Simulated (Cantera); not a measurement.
Charge: 1 mol CHF₃, 0.65 mol F₂, equilibrated at 3273 K.

Equilibrium computed with Cantera from the NASA thermochemical tables; the gas is ideal and each condensed phase is pure. Candidate condensed phases: C, C₆H₆, C₇H₈, C₈H₁₈; 95 gas species. Gases not in the tables: C₂F₆ and larger saturated fluorocarbons. Rates play no part.

x: gas mole fraction; nothing condenses.

```json
[
 {"P (Pa)": "1", "x F": "0.682", "x HF": "0.000953", "x CF₂": "2.36e-8", "x H": "0.158", "x C": "0.158", "x CF": "0.000381", "x C₃": "1.07e-5", "x C₂": "0.000397"},
 {"P (Pa)": "10", "x F": "0.682", "x HF": "0.00918", "x CF₂": "2.22e-6", "x H": "0.152", "x C": "0.148", "x CF": "0.00358", "x C₃": "0.000888", "x C₂": "0.00351"},
 {"P (Pa)": "100", "x F": "0.686", "x HF": "0.0678", "x CF₂": "0.000129", "x H": "0.112", "x C": "0.0852", "x CF": "0.0207", "x C₃": "0.0168", "x C₂": "0.0116"},
 {"P (Pa)": "1000", "x F": "0.662", "x HF": "___", "x CF₂": "___", "x H": "___", "x C": "___", "x CF": "___", "x C₃": "___", "x C₂": "___"},
 {"P (Pa)": "10000", "x F": "___", "x HF": "___", "x CF₂": "___", "x H": "___", "x C": "___", "x CF": "___", "x C₃": "___", "x C₂": "___"},
 {"P (Pa)": "100000", "x F": "0.431", "x HF": "0.285", "x CF₂": "0.219", "x H": "0.000749", "x C": "0.000367", "x CF": "0.0560", "x C₃": "0.00134", "x C₂": "0.000214"}
]
```

Some entries are withheld; supply them.


- 1000, x HF: 0.179
- 1000, x CF₂: 0.00333
- 1000, x H: 0.0306
- 1000, x C: 0.0236
- 1000, x CF: 0.0554
- 1000, x C₃: 0.0359
- 1000, x C₂: 0.00891
- 10000, x F: 0.587
- 10000, x HF: 0.231
- 10000, x CF₂: 0.0500
- 10000, x H: 0.00445
- 10000, x C: 0.00453
- 10000, x CF: 0.0941
- 10000, x C₃: 0.0253
- 10000, x C₂: 0.00327
